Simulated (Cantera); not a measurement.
An isothermal, constant-pressure homogeneous reactor starts with N₂O : O₂ = 1 : 0.61 (molar parts), at 1025 K and 1200 Torr. Integrator tolerance rtol = 1e-08.

Model: GRI-Mech 3.0 (53 species, 325 reactions), integrated in Cantera. GRI-Mech 3.0 was tuned for natural gas; its chemistry of N2O as a main component is partial and can be far from experiment. The mechanism lacks the step 2 NO + O2 → 2 NO2, which can matter for NO2 below about 1400 K. The temperature is held fixed by assumption; the heat of reaction is taken as removed at once.

### Question
What does this change do: O2 0.61 to 2.5 parts?

### Answer
```tsv
quantity	before	after
x(N₂O) at 40.0 s	0.295 (gas-phase equilibrium 3.97e-9)	0.145 (gas-phase equilibrium 2.50e-9)
x(O₂) at 40.0 s	0.451 (gas-phase equilibrium 0.526)	0.729 (gas-phase equilibrium 0.750)
x(NO) at 40.0 s	0.00940 (gas-phase equilibrium 5.05e-5)	0.00464 (gas-phase equilibrium 4.38e-5)
x(N₂) at 40.0 s	0.244 (gas-phase equilibrium 0.474)	0.120 (gas-phase equilibrium 0.250)
x(NO₂) at 40.0 s	0.000245 (gas-phase equilibrium 4.57e-6)	0.000122 (gas-phase equilibrium 4.74e-6)
x(O) at 40.0 s	3.32e-8 (gas-phase equilibrium 1.90e-10)	3.32e-8 (gas-phase equilibrium 2.27e-10)
```
